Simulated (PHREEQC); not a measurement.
**Leach liquor: an equilibrium model**

Dissolve 0.02 mol/kgw HCl, 0.061 mol/kgw CuSO4 and 0.00415 mol/kgw MgSO4 at 20 °C. Closed to the air; pH follows from the charge balance.

The numbers come from PHREEQC with the ion-association model, wateq4f.dat.

```
Item                     Result
----------------  -------------
pH                         2.07
ionic strength    0.158 mol/kgw
total alkalinity   -20.0 meq/kg
```

```json
[
 {"species": "Cu+2", "molality": "0.0367", "activity": "0.0130", "log γ": "-0.452"},
 {"species": "SO4-2", "molality": "0.0301", "activity": "0.00966", "log γ": "-0.494"},
 {"species": "CuSO4", "molality": "0.0238", "activity": "0.0247", "log γ": "0.016"},
 {"species": "Cl-", "molality": "0.0195", "activity": "0.0142", "log γ": "-0.136"},
 {"species": "H+", "molality": "0.0104", "activity": "0.00845", "log γ": "-0.093"},
 {"species": "HSO4-", "molality": "0.00955", "activity": "0.00713", "log γ": "-0.127"},
 {"species": "Mg+2", "molality": "0.00244", "activity": "0.000892", "log γ": "-0.437"},
 {"species": "MgSO4", "molality": "0.00171", "activity": "0.00177", "log γ": "0.016"},
 {"species": "CuCl+", "molality": "0.000525", "activity": "0.000387", "log γ": "-0.132"},
 {"species": "CuCl2", "molality": "2.70e-6", "activity": "2.80e-6", "log γ": "0.016"},
 {"species": "CuOH+", "molality": "2.08e-8", "activity": "1.53e-8", "log γ": "-0.132"}
]
```

Precipitation was switched off in this run.
